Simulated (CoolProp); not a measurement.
Properties of chloromethane (R40) along the isotherm 500 K (Tc = 418.6 K, pc = 6929 kPa, ω = 0.150).

The numbers come from the reference Helmholtz-energy equation of state, Thol 2014 in CoolProp.

```
p (kPa)  phase  density (kg/m³)  cp (kJ/(kg K))  speed of sound (m/s)  expansivity (1/kK)  fugacity coefficient
-------  -----  ---------------  --------------  --------------------  ------------------  --------------------
267        gas            3.268           1.103                 309.8               2.055                0.9923
533        gas            6.576           1.112                 308.2               2.112                0.9846
800        gas            9.949           1.122                 306.6               2.171                0.9769
1070       gas            13.42           1.132                 305.0               2.233                0.9692
1330       gas            16.81           1.142                 303.5               2.294                0.9618
1600       gas            20.40           1.152                 301.9               2.361                0.9542
1870       gas            24.04           1.164                 300.3               2.429                0.9466
2130       gas            27.62           1.175                 298.7               2.498                0.9393
2400       gas            31.39           1.187                 297.1               2.572                0.9318
2670       gas            35.24           1.199                 295.5               2.648                0.9243
2930       gas            39.01           1.211                 294.0               2.725                0.9171
3200       gas            43.00           1.225                 292.4               2.808                0.9097
3460       gas            46.92           1.238                 290.8               2.891                0.9026
```
